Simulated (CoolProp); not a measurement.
Vapour-liquid equilibrium of CH2F2 (R32) (1) + R1234ze(E) (2) at 17.7 bar; x and y are mole fractions of (1).

Computed with CoolProp (multi-fluid Helmholtz-energy mixture model, Tillner-Roth 1997 and Thol 2016; pair parameters Bell 2023).

| x | bubble temperature (°C) | y at the bubble point | dew temperature at overall composition x (°C) | liquid density (mol/L) |
|---|---|---|---|---|
| 0.05 | 70.2 | 0.102 | 72.3 | 8.799 |
| 0.2 | ___ | 0.365 | 66.3 | 9.849 |
| 0.35 | 50.5 | 0.557 | 60.0 | 10.97 |
| 0.5 | 43.4 | 0.697 | 53.2 | 12.20 |
| 0.65 | ___ | 0.805 | 45.8 | 13.64 |
| 0.8 | 32.6 | 0.895 | 37.9 | 15.36 |
| 0.95 | 28.2 | ___ | 29.6 | 17.50 |

**Question.** Complete the blanks.

**Answer.** 
- 0.2, bubble temperature (°C): 59.4
- 0.65, bubble temperature (°C): 37.6
- 0.95, y at the bubble point: 0.975

No azeotrope shows between x = 0.05 and 0.95.

The pair parameters rest on a limited set of measurements; away from them the model extrapolates.
